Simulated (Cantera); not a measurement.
Feed: 1 mol Pb, 0.29 mol H₂, equilibrated at 1.28 Torr.

Equilibrium computed with Cantera from the NASA thermochemical tables; the gas is ideal and each condensed phase is pure. Candidate condensed phases: Pb; 4 gas species. Kinetics and transport are ignored.

Task: What share of the Pb ends up in condensed phases as a function of T (°C), at 852, 877, 902, 927, 952, 977, 1002, 1027, 1052, 1077?

Result: 
```csv
T (°C),Pb condensed (%),as
852,96.4,Pb(l)
877,94.0,Pb(l)
902,90.0,Pb(l)
927,82.4,Pb(l)
952,64.6,Pb(l)
977,0.0,-
1002,0.0,-
1027,0.0,-
1052,0.0,-
1077,0.0,-
```
